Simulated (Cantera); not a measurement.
# Adiabatic ignition

An adiabatic, constant-volume homogeneous reactor starts with CH4 : O2 : N2 = 1 : 4.17 : 15.7 (molar parts), equivalence ratio 0.48, at 1175 K and 940000 Pa.

Computed with Cantera and GRI-Mech 3.0 (53 species, 325 reactions).

| t (s) | T (K) | P (bar) | x CH4 | x O2 | x HCN | x C2H6 | x H |
|---|---|---|---|---|---|---|---|
| 6.00e-6 | 1175 | 9.40 | 0.0479 | 0.200 | <1e-12 | <1e-12 | 2.34e-12 |
| 1.59e-5 | 1175 | 9.40 | 0.0479 | 0.200 | <1e-12 | 7.97e-12 | 5.34e-12 |
| 4.19e-5 | 1175 | 9.40 | 0.0479 | 0.200 | <1e-12 | 1.66e-10 | 1.51e-11 |
| 0.000111 | 1175 | 9.40 | 0.0479 | 0.200 | <1e-12 | 4.31e-9 | 5.75e-11 |
| 0.000293 | 1175 | 9.40 | 0.0479 | 0.200 | <1e-12 | 1.73e-7 | 3.28e-10 |
| 0.000775 | 1175 | 9.40 | 0.0479 | 0.200 | <1e-12 | 4.43e-6 | 1.30e-9 |
| 0.00205 | 1177 | 9.41 | 0.0477 | 0.200 | <1e-12 | 3.64e-5 | 4.83e-9 |
| 0.00542 | 2422 | 19.4 | <1e-12 | 0.102 | <1e-12 | <1e-12 | 6.62e-5 |
| 0.0143 | 2399 | 19.2 | <1e-12 | 0.0979 | <1e-12 | <1e-12 | 5.70e-5 |
| 0.0379 | 2393 | 19.2 | <1e-12 | 0.0967 | <1e-12 | <1e-12 | 5.48e-5 |
| 0.100 | 2393 | 19.2 | <1e-12 | 0.0967 | <1e-12 | <1e-12 | 5.47e-5 |
| 0.265 | 2393 | 19.2 | <1e-12 | 0.0967 | <1e-12 | <1e-12 | 5.47e-5 |
| 0.700 | 2393 | 19.2 | <1e-12 | 0.0967 | <1e-12 | <1e-12 | 5.47e-5 |
x: mole fraction; the columns are a selection and need not sum to one.

The time of steepest temperature rise is 4.96 ms, the temperature at 0.700 s comes out as 2393 K and the equilibrium temperature comes out as 2393 K. The x(CH4) at 0.700 s is <1e-12 (gas-phase equilibrium <1e-12) and the x(O2) at 0.700 s is 0.0967 (gas-phase equilibrium 0.0967). The x(HCN) at 0.700 s is <1e-12 (gas-phase equilibrium <1e-12).
